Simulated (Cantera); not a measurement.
Input: 1 mol FeS₂, 3.3 mol H₂, 37 mol N₂, equilibrated at 1 atm.

Cantera equilibrium calculation (NASA polynomials, part measured and part estimated; ideal gas, pure solids and liquids). Candidate condensed phases: Fe, FeS, FeS₂, S; 16 gas species. FeS: taken at fixed stoichiometry. Equilibrium is a limit: real reactors are often held back by kinetics, nucleation or transport. All values below are at 1375 °C.

Base state: N₂ 0.912, H₂ 0.0702, H₂S 0.0108, S₂ 0.00659, SH 0.000594, H 2.34e-5, S 1.57e-5 (mole fractions); condensed: FeS(l).

Task: What changes in the equilibrium state with this change: H₂ from 3.3 to 2200 mol?

Result: 
```json
[
 {"species": "H₂", "before": "0.0702", "after": "0.982"},
 {"species": "N₂", "before": "0.912", "after": "0.0165"},
 {"species": "H₂S", "before": "0.0108", "after": "0.000881"},
 {"species": "S₂", "before": "0.00659", "after": "2.22e-7"},
 {"species": "S", "before": "1.57e-5", "after": "9.09e-8"},
 {"species": "FeS(l), mol", "before": "1.000", "after": "0"},
 {"species": "Fe(γ), mol", "before": "0", "after": "0.994"}
]
```
